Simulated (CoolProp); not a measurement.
A closed Brayton cycle with carbon dioxide: compressor inlet 327.15 K and 8 MPa, high pressure 21.9 MPa, turbine inlet 870 K, compressor efficiency 0.8, turbine efficiency 0.93, recuperator effectiveness 0.95 (on enthalpy, no pinch check). Each further row changes one setting.

The numbers come from the reference Helmholtz-energy equation of state, Span 1996 in CoolProp.

```
case                           thermal efficiency (%)  net work (kJ/kg)  compressor to turbine work  compressor exit (K)  turbine exit (K)
-----------------------------  ----------------------  ----------------  --------------------------  -------------------  ----------------
as stated                                        37.1              86.5                        0.40                416.5             742.1
turbine inlet 820 K                              34.9        (withheld)                        0.43                416.5        (withheld)
compressor inlet 337.15 K                        35.7              80.2                        0.44           (withheld)             742.1
high pressure 18.6 MPa                           36.6              75.6                        0.38                401.4             762.2
recuperator effectiveness 0.5              (withheld)              86.5                        0.40                416.5             742.1
```

Question: Fill in the missing entries.

Answer: 
- turbine inlet 820 K, net work (kJ/kg): 77.3
- turbine inlet 820 K, turbine exit (K): 696.7
- compressor inlet 337.15 K, compressor exit (K): 432.0
- recuperator effectiveness 0.5, thermal efficiency (%): 21.5
